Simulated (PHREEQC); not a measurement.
Na2CO3 is added in steps, without added water, to 1 kg of water holding 0.003 mol LiF, at 20 °C. Oxygen alone is held at its pressure in air (log pO2 = -0.68). No CO2 enters from the air. Only these solids could form: Nahcolite, Natron.

Base run: PHREEQC, ion-association model, wateq4f.dat. Each further column changes one thing. The table gives pH.

```
Na2CO3 added (mol)   base  LiF from 0.003 to 0.0015 mol/kgw  LiF replaced by Na2SiF6 at the same molality  diluted 5-fold with water  no solid may form
------------------  -----  --------------------------------  --------------------------------------------  -------------------------  -----------------
0                    7.42                              7.31                                           ___                       7.21               7.42
9.375e-05            9.95                              9.96                                          3.26                       9.97               9.95
0.0002812           10.29                             10.30                                           ___                      10.31              10.29
0.000375            10.37                             10.38                                          3.43                      10.39              10.37
0.0005625           10.48                             10.49                                          3.54                      10.49              10.48
0.0006563           10.52                             10.53                                           ___                      10.53              10.52
0.0008437           10.58                             10.59                                           ___                      10.59              10.58
0.0009375           10.60                             10.61                                           ___                      10.62              10.60
0.001125            10.65                             10.66                                          3.85                      10.66              10.65
0.001219            10.67                             10.67                                          3.89                      10.68              10.67
0.001406            10.70                             10.71                                           ___                      10.71              10.70
0.0015              10.71                             10.72                                           ___                      10.73              10.71
```

**Question.** Complete the blanks.

**Answer.** 
- 0, LiF replaced by Na2SiF6 at the same molality: 3.21
- 0.0002812, LiF replaced by Na2SiF6 at the same molality: 3.38
- 0.0006563, LiF replaced by Na2SiF6 at the same molality: 3.60
- 0.0008437, LiF replaced by Na2SiF6 at the same molality: 3.70
- 0.0009375, LiF replaced by Na2SiF6 at the same molality: 3.75
- 0.001406, LiF replaced by Na2SiF6 at the same molality: 3.98
- 0.0015, LiF replaced by Na2SiF6 at the same molality: 4.02

 SiF6-2 is the database's only silicon fluoride. Solids allowed in the column 'LiF replaced by Na2SiF6 at the same molality': SiO2(a), Nahcolite, Natron.
